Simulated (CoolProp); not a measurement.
Vapour-liquid equilibrium of ethane (1) + n-butane (2) at -62.95 °C; x and y are mole fractions of (1).

Model: multi-fluid Helmholtz-energy mixture model, Bücker 2006 and Bücker 2006; pair parameters Kunz 2012, in CoolProp.

| x | bubble pressure, mixture model (kPa) | bubble pressure, Raoult's law (kPa) | y, mixture model | y, Raoult's law |
|---|---|---|---|---|
| 0.05 | 19.71 | 20.72 | 0.800 | 0.812 |
| 0.125 | 43.92 | 45.65 | 0.916 | 0.921 |
| 0.2 | 68.82 | 70.58 | 0.950 | 0.954 |
| 0.275 | 94.14 | 95.52 | 0.967 | 0.969 |
| 0.35 | 119.6 | 120.4 | 0.976 | 0.978 |
| 0.425 | 145.0 | 145.4 | 0.982 | 0.984 |
| 0.5 | 170.2 | 170.3 | 0.987 | 0.988 |
| 0.575 | 195.1 | 195.2 | 0.990 | 0.991 |
| 0.65 | 219.7 | 220.2 | 0.992 | 0.993 |
| 0.725 | 244.0 | 245.1 | 0.994 | 0.995 |
| 0.8 | 268.4 | 270.0 | 0.996 | 0.997 |
| 0.875 | 293.2 | 295.0 | 0.998 | 0.998 |
| 0.95 | 318.7 | 319.9 | 0.999 | 0.999 |

The largest gap from Raoult's law is -4.9 % in bubble pressure, at x = 0.05. No azeotrope shows between x = 0.05 and 0.95.

Pair parameters are fitted to limited data, so mixtures are less certain than the pure fluids.
